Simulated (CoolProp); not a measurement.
Isobutane along the isotherm 483.1 K: Z from the reference equation and from simpler models built on Tc = 407.8 K, pc = 36.29 bar, ω = 0.184; each cubic takes its own stable root.

Computed with CoolProp (reference Helmholtz-energy equation of state, Bücker 2006).

```json
[
 {"p (bar)": "0.287", "phase": "gas", "reference": "0.9985"},
 {"p (bar)": "0.544", "phase": "gas", "reference": "0.9971"},
 {"p (bar)": "1.03", "phase": "gas", "reference": "0.9945"},
 {"p (bar)": "1.95", "phase": "gas", "reference": "0.9896"},
 {"p (bar)": "3.71", "phase": "gas", "reference": "0.9801"},
 {"p (bar)": "7.02", "phase": "gas", "reference": "0.9620"},
 {"p (bar)": "13.3", "phase": "gas", "reference": "0.9269"},
 {"p (bar)": "25.2", "phase": "gas", "reference": "0.8574"},
 {"p (bar)": "47.9", "phase": "supercritical", "reference": "0.7143"},
 {"p (bar)": "90.7", "phase": "supercritical", "reference": "0.5330"}
]
```

How far does each simpler model (Soave-Redlich-Kwong, Peng-Robinson) lie from the reference over these 10 states: mean and median of the absolute difference, and the worst?


- Soave-Redlich-Kwong: mean 1.4 %, median 0.0 %, worst +11.1 % at 483.1 K and 90.7 bar
- Peng-Robinson: mean 1.0 %, median 0.4 %, worst +3.8 % at 483.1 K and 90.7 bar
